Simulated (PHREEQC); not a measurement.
Solution (25 °C): 22 mmol/kgw BaCl2 and 16 mmol/kgw NaF. Closed to the air; pH follows from the charge balance.

Equilibrium calculation in PHREEQC: ion-association model, wateq4f.dat.

Question: The ionic strength comes out as 0.0819 mol/kgw. What activity coefficients do Na+, Ba+2, F-, Cl- get?

Answer: Na+ 0.79, Ba+2 0.40, F- 0.78, Cl- 0.78.

Precipitation was switched off in this run.
